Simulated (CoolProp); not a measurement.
The numbers come from the reference Helmholtz-energy equation of state, Lemmon 2006 in CoolProp. It is a short technical equation, of lower accuracy than the large ones.

Task: Give the vapour pressure (kPa), liquid density (kg/m³), vapour density (kg/m³), enthalpy of vaporisation (kJ/kg) of saturated carbon monoxide at 97.9, 112.8 K.

Result: 
```csv
T (K),p (kPa),liquid density (kg/m³),vapour density (kg/m³),enthalpy of vaporisation (kJ/kg)
97.9,464,716,18.2,188
112.8,1260,629,49.9,153
```
